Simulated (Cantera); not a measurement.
An isothermal, constant-pressure homogeneous reactor starts with NH3 : N2 = 1 : 0.15 (molar parts), at 1550 K and 66000 Pa. Integrator tolerance rtol = 1e-08.

Cantera simulation using the gas-phase N/H chemistry of the illustrative SiF4/NH3 mechanism in the Surface Chemkin manual (1991); the numbers are that mechanism's predictions, not measurements. Walls and surfaces, which speed up NH3 decomposition in real reactors, are not modelled.

### Question
What does this change do: pressure from 66000 Pa to 2500 Pa?

### Answer
| quantity | before | after |
|---|---|---|
| x(NH3) at 3.00 s | 0.726 (gas-phase equilibrium 1.12e-5) | 0.850 (gas-phase equilibrium 4.23e-7) |
| x(NH) at 3.00 s | 1.58e-7 (gas-phase equilibrium 4.72e-12) | 3.54e-7 (gas-phase equilibrium 4.72e-12) |
| x(N2) at 3.00 s | 0.159 (gas-phase equilibrium 0.302) | 0.134 (gas-phase equilibrium 0.302) |
| x(H) at 3.00 s | 4.04e-6 (gas-phase equilibrium 3.26e-5) | 9.77e-7 (gas-phase equilibrium 0.000167) |
| x(H2) at 3.00 s | 0.115 (gas-phase equilibrium 0.698) | 0.0158 (gas-phase equilibrium 0.698) |
| x(N2H4) at 3.00 s | 1.22e-7 (gas-phase equilibrium <1e-12) | 1.88e-8 (gas-phase equilibrium <1e-12) |
| x(NH2) at 3.00 s | 5.82e-5 (gas-phase equilibrium 1.20e-9) | 0.000117 (gas-phase equilibrium 2.33e-10) |

### Question
What does this change do: pressure from 66000 Pa to 5100 Pa?

### Answer
```
quantity                                             before                                      after
-----------------  ----------------------------------------  -----------------------------------------
x(NH3) at 3.00 s      0.726 (gas-phase equilibrium 1.12e-5)      0.837 (gas-phase equilibrium 8.63e-7)
x(NH) at 3.00 s    1.58e-7 (gas-phase equilibrium 4.72e-12)   3.17e-7 (gas-phase equilibrium 4.72e-12)
x(N2) at 3.00 s         0.159 (gas-phase equilibrium 0.302)        0.137 (gas-phase equilibrium 0.302)
x(H) at 3.00 s      4.04e-6 (gas-phase equilibrium 3.26e-5)   1.40e-6 (gas-phase equilibrium 0.000117)
x(H2) at 3.00 s         0.115 (gas-phase equilibrium 0.698)       0.0258 (gas-phase equilibrium 0.698)
x(N2H4) at 3.00 s    1.22e-7 (gas-phase equilibrium <1e-12)     2.96e-8 (gas-phase equilibrium <1e-12)
x(NH2) at 3.00 s    5.82e-5 (gas-phase equilibrium 1.20e-9)  0.000103 (gas-phase equilibrium 3.33e-10)
```
